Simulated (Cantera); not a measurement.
**Si + H2O + H2 (thermal oxidation and active oxidation of silicon)**

Input: 1 mol Si, 0.26 mol H2O, 6.1 mol H2, at 1250 K.

Cantera equilibrium calculation (NASA polynomials, part measured and part estimated; ideal gas, pure solids and liquids). Candidate condensed phases: H2O, Si, SiO2; 18 gas species. Mutual solubility and eutectic melting of coexisting phases are not modelled. The tables hold silica as quartz up to 1696 K and as liquid above; real silica turns to tridymite and cristobalite and melts near 1996 K. The numbers say what is thermodynamically allowed, not how fast it happens.

From 0.000750 Torr to 0.00750 Torr the condensed part is Si(s). From 0.0750 Torr to 7500 Torr the condensed part is Si(s) + SiO2(β-quartz). The main Si-bearing gas is SiO at 0.000750 Torr and SiH4 at 7500 Torr.

| P (Pa) | x H2 | x SiO | x H | x Si | x SiH4 | x H2O | n Si(s) | n SiO2(β-quartz) |
|---|---|---|---|---|---|---|---|---|
| 0.100 | 0.960 | 0.0393 | 0.000474 | 8.31e-6 | <1e-12 | 2.31e-9 | 0.740 | 0 |
| 1 | 0.961 | 0.0393 | 0.000150 | 8.31e-7 | 6.56e-12 | 2.31e-8 | 0.740 | 0 |
| 10 | 0.979 | 0.0213 | 4.78e-5 | 8.31e-8 | 6.81e-11 | 1.28e-7 | 0.801 | 0.0607 |
| 100 | 0.998 | 0.00213 | 1.53e-5 | 8.31e-9 | 7.08e-10 | 1.30e-7 | 0.863 | 0.123 |
| 1000 | 1.000 | 0.000213 | 4.83e-6 | 8.31e-10 | 7.11e-9 | 1.31e-7 | 0.869 | 0.129 |
| 10000 | 1.000 | 2.13e-5 | 1.53e-6 | 8.31e-11 | 7.11e-8 | 1.31e-7 | 0.870 | 0.130 |
| 100000 | 1.000 | 2.13e-6 | 4.83e-7 | 8.31e-12 | 7.11e-7 | 1.31e-7 | 0.870 | 0.130 |
| 1000000 | 1.000 | 2.13e-7 | 1.53e-7 | <1e-12 | 7.11e-6 | 1.31e-7 | 0.870 | 0.130 |
x: gas mole fraction; n: condensed amount in mol.
